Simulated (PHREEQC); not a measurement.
A solution holds 0.17 mol CdCl2 and 0.12 mol Cu(NO3)2 per kg of water, at 5 °C. Closed to the air; pH follows from the charge balance.

Equilibrium calculation in PHREEQC: ion-association model, phreeqc.dat.

No solid was allowed to form.

### Question
Predict the pH, ionic strength, density.

### Answer
pH 4.49; ionic strength 0.543 mol/kgw; density 1.046 g/cm³.

### Question
In which forms is Cu present?

### Answer
Cu+2 96 %, CuCl+ 3.8 % of the Cu.

Constants without temperature data keep their 25 °C values here.
